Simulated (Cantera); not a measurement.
A Cantera script and what it prints.

```python
import numpy as np
import cantera as ct

gas_names = """
    CL CL2 H HCL H2 N NH NH2 NH3 N2 N2H2 N2H4 Si SiCL SiCL2 SiCL3 SiCL4 SiH SiHCL3 SiH2 SiH2CL2 SiH3
    SiH3CL SiH4 SiN Si2 Si2N Si3
""".split()
cond_names = """
    NH4CL(a) NH4CL(b) Si(cr) Si(L) Si3N4(a)
""".split()


# ... load() reads the species with a 1 bar reference pressure and builds the phases ...
atoms = {
    'SiCl4': {'Si': 1, 'CL': 4},
    'NH3': {'N': 1, 'H': 3},
}
top_T = {'Si3N4(a)': 2400}  # K; cautious upper limits of use, not melting points


# ... equilibrate(T, P, feed) seeds the gas with the atoms and calls Mixture.equilibrate('TP', solver="vcs", rtol=1e-11, max_steps=5000) ...
results = []
feed = {'SiCl4': 1, 'NH3': 1.5}  # mol
P = 37000  # Pa
for T in [775, 825, 875, 925, 975, 1025, 1075, 1125, 1175, 1225, 1275, 1325]:
    mix = equilibrate(T, P, feed)
    results.append((T, P, feed, dict(zip(mix.species_names, mix.species_moles))))

top = {s: max(r[3][s] / sum(r[3][g] for g in gas_names) for r in results) for s in gas_names}
cols = sorted((s for s in top if top[s] > 1e-06), key=lambda s: -top[s])[:9]
seen = [c for c in cond_names if any(r[3].get(c, 0) > 1e-12 for r in results)]
print("log10 of partial pressures in bar; condensed amounts in mol")
print(f"{'T/K':>10s}" + "".join(f"{s[:9]:>10s}" for s in cols + seen))
for T, P, feed, n in results:
    ng = sum(n[g] for g in gas_names)
    print(f"{T:10.4g}" + "".join(f"{np.log10(max(n[s] / ng * P / 1e5, 1e-99)):10.3f}" for s in cols)
          + "".join(f"{n.get(c, 0):10.4g}" for c in seen))
```

It prints:

```
log10 of partial pressures in bar; condensed amounts in mol
       T/K       HCL        H2     SiCL4        N2     SiCL3    SiHCL3     SiCL2       NH3   SiH2CL2  Si3N4(a)
       775    -0.941    -0.837    -1.211    -1.314    -7.263    -4.296   -11.163    -4.325    -8.494    0.1058
       825    -0.916    -0.849    -1.225    -1.326    -6.588    -4.066   -10.006    -4.567    -7.980    0.1123
       875    -0.894    -0.859    -1.238    -1.336    -5.991    -3.862    -8.983    -4.783    -7.526    0.1181
       925    -0.876    -0.869    -1.249    -1.345    -5.460    -3.682    -8.072    -4.978    -7.122    0.1233
       975    -0.860    -0.878    -1.260    -1.354    -4.985    -3.521    -7.257    -5.155    -6.761     0.128
      1025    -0.847    -0.886    -1.271    -1.362    -4.556    -3.376    -6.522    -5.315    -6.436    0.1321
      1075    -0.835    -0.893    -1.281    -1.369    -4.169    -3.245    -5.858    -5.461    -6.142    0.1358
      1125    -0.824    -0.901    -1.291    -1.375    -3.817    -3.127    -5.254    -5.595    -5.875     0.139
      1175    -0.815    -0.907    -1.301    -1.380    -3.497    -3.021    -4.704    -5.718    -5.632    0.1417
      1225    -0.807    -0.913    -1.312    -1.385    -3.205    -2.924    -4.200    -5.831    -5.411    0.1439
      1275    -0.800    -0.919    -1.324    -1.388    -2.938    -2.837    -3.739    -5.935    -5.208    0.1454
      1325    -0.795    -0.925    -1.340    -1.390    -2.695    -2.760    -3.315    -6.031    -5.024    0.1459
```

Equilibrium computed with Cantera from the NASA thermochemical tables; the gas is ideal and each condensed phase is pure. The tables' values for SiCl3 are old estimates; treat these amounts as uncertain.
